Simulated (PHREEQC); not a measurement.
**Polishing slurry liquid**

Dissolve 0.0035 mol KOH and 0.0029 mol CuSO4 per kg of water at 20 °C. Closed to the air; pH follows from the charge balance.

Model: ion-association model, wateq4f.dat, run in PHREEQC.

Precipitation was switched off in this run.

What pH, ionic strength does the model give?

pH 7.14; ionic strength 0.00933 mol/kgw.

In which forms is S present?

SO4-2 95 %, CuSO4 3.6 %, KSO4- 1.4 % of the S.

Saturation is exceeded, for instance for Brochantite, Antlerite; the values hold only as long as no solid forms. The database's constant for dissolved Cu(OH)2 is higher than later reviews accept.
